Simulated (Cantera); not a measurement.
Input: 1 mol ZrN, 3.5 mol H2, at 0.00670 bar.

Equilibrium computed with Cantera from the NASA thermochemical tables; the gas is ideal and each condensed phase is pure. Candidate condensed phases: Zr, ZrN; 22 gas species. Ions and electrons are included (thermal ionisation). Mutual solubility and eutectic melting of coexisting phases are not modelled. ZrN: taken at fixed stoichiometry. Condensed phases not in the tables: N, O or C dissolved in the metal. Kinetics and transport are ignored.

Task: What share of the Zr ends up in condensed phases as a function of T (K), at 2000, 2500, 3000, 3500, 4000, 4500, 5000?

Result: 
```tsv
T (K)	Zr condensed (%)	as
2000	100.0	ZrN(s)
2500	99.8	Zr(l) + ZrN(s)
3000	72.0	Zr(l)
3500	0.0	-
4000	0.0	-
4500	0.0	-
5000	0.0	-
```
